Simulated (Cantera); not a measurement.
**Equilibrium for chlorosilane synthesis and conversion: Si + HCl + H₂**

Feed: 1 mol Si, 1.6 mol HCl, 7.3 mol H₂, held at 2.20 bar.

Cantera equilibrium calculation (NASA polynomials, part measured and part estimated; ideal gas, pure solids and liquids). Candidate condensed phases: Si; 19 gas species. The tables' values for SiCl₃ are old estimates; treat these amounts as uncertain. Kinetics and transport are ignored.

```tsv
T (°C)	x H₂	x HCl	x SiCl₂	x SiHCl₃	x SiCl₄	n Si(s)
502	0.944	0.000577	3.33e-7	0.0272	0.0257	0.534
577	0.944	0.00153	2.96e-6	0.0265	0.0259	0.537
652	0.942	0.00345	1.83e-5	0.0257	0.0259	0.542
727	0.940	0.00684	8.47e-5	0.0247	0.0255	0.550
802	0.936	0.0122	0.000311	0.0234	0.0246	0.562
877	0.930	0.0200	0.000944	0.0217	0.0230	0.578
952	0.922	0.0302	0.00242	0.0194	0.0204	0.596
1027	0.912	0.0426	0.00530	0.0165	0.0169	0.615
1102	0.901	0.0559	0.00999	0.0130	0.0126	0.629
1177	0.890	0.0685	0.0163	0.00932	0.00832	0.637
1252	0.880	0.0786	0.0230	0.00603	0.00477	0.639
1327	0.873	0.0855	0.0288	0.00359	0.00243	0.637
```
x: gas mole fraction; n: condensed amount in mol.

From 502 °C to 1327 °C the condensed part is Si(s). The main Si-bearing gas is SiHCl₃ at 502 °C and SiCl₂ at 1327 °C. The share of Si in condensed phases is highest at 1252 °C (63.9 %) and lowest at 502 °C (53.4 %).
